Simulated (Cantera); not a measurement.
A closed system holds: 1 mol ZrO₂, 270 mol H₂, held at 1702 °C and 10.0 Torr.

Method: chemical equilibrium by Gibbs-energy minimisation in Cantera with the NASA 1993 tables (ideal gas, pure condensed phases). Candidate condensed phases: H₂O, Zr, ZrO₂; 12 gas species. The numbers say what is thermodynamically allowed, not how fast it happens.

Base state: H₂ 0.988, H 0.0118 (mole fractions); condensed: ZrO₂(tetragonal).

### Question
What changes in the equilibrium state with this change: pressure from 10.0 Torr to 608 Torr?

### Answer
```csv
species,before,after
H₂,0.988,0.998
H,0.0118,0.00152
"ZrO₂(tetragonal), mol",1.000,1.000
"Zr(β), mol",0,0.000110
```
Mutual solubility and eutectic melting of coexisting phases are not modelled. Condensed phases not in the tables: N, O or C dissolved in the metal.
